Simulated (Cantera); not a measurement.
Input (Python, Cantera) and output of one run.

```python
import numpy as np
import cantera as ct

gas_names = [...]  # 95 gases of nasa_gas.yaml made of C, F, H
cond_names = """
    C(gr) C6H6(L) C7H8(L) C8H18(L),n-octa
""".split()


# ... load() reads the species with a 1 bar reference pressure and builds the phases ...
atoms = {
    'CF4': {'C': 1, 'F': 4},
    'CH4': {'C': 1, 'H': 4},
    'H2': {'H': 2},
}
top_T = {'C(gr)': 4500}  # K; cautious upper limits of use, not melting points


# ... equilibrate(T, P, feed) seeds the gas with the atoms and calls Mixture.equilibrate('TP', solver="vcs", rtol=1e-11, max_steps=5000) ...
results = []
feed = {'CF4': 1, 'CH4': 0.032, 'H2': 1.1}  # mol
P = 13332.2  # Pa
for T in [2925, 2975, 3025, 3075, 3125, 3175, 3225, 3275, 3325]:
    mix = equilibrate(T, P, feed)
    results.append((T, P, feed, dict(zip(mix.species_names, mix.species_moles))))

top = {s: max(r[3][s] / sum(r[3][g] for g in gas_names) for r in results) for s in gas_names}
cols = sorted((s for s in top if top[s] > 0.001), key=lambda s: -top[s])[:9]
seen = [c for c in cond_names if any(r[3].get(c, 0) > 1e-12 for r in results)]
print("log10 of partial pressures in bar; condensed amounts in mol")
print(f"{'T/K':>10s}" + "".join(f"{s[:9]:>10s}" for s in cols + seen))
for T, P, feed, n in results:
    ng = sum(n[g] for g in gas_names)
    print(f"{T:10.4g}" + "".join(f"{np.log10(max(n[s] / ng * P / 1e5, 1e-99)):10.3f}" for s in cols)
          + "".join(f"{n.get(c, 0):10.4g}" for c in seen))
```

Result:

```
log10 of partial pressures in bar; condensed amounts in mol
       T/K        HF         F       CF2        CF        C3         H         C        C2        C5     C(gr)
      2925    -1.078    -1.456    -1.967    -2.462    -3.862    -3.699    -4.613    -4.862    -5.701    0.6194
      2975    -1.084    -1.434    -2.032    -2.393    -3.623    -3.549    -4.399    -4.618    -5.393    0.6308
      3025    -1.090    -1.415    -2.102    -2.330    -3.391    -3.401    -4.193    -4.382    -5.096    0.6309
      3075    -1.096    -1.401    -2.177    -2.272    -3.167    -3.254    -3.993    -4.154    -4.809     0.615
      3125    -1.104    -1.390    -2.256    -2.219    -2.951    -3.111    -3.800    -3.934    -4.531    0.5761
      3175    -1.113    -1.383    -2.339    -2.171    -2.742    -2.970    -3.612    -3.720    -4.262    0.5033
      3225    -1.124    -1.380    -2.427    -2.129    -2.540    -2.832    -3.431    -3.514    -4.002    0.3797
      3275    -1.139    -1.380    -2.520    -2.092    -2.344    -2.699    -3.255    -3.313    -3.750     0.178
      3325    -1.155    -1.376    -2.625    -2.075    -2.227    -2.576    -3.109    -3.168    -3.627         0
```

Cantera equilibrium calculation (NASA polynomials, part measured and part estimated; ideal gas, pure solids and liquids).
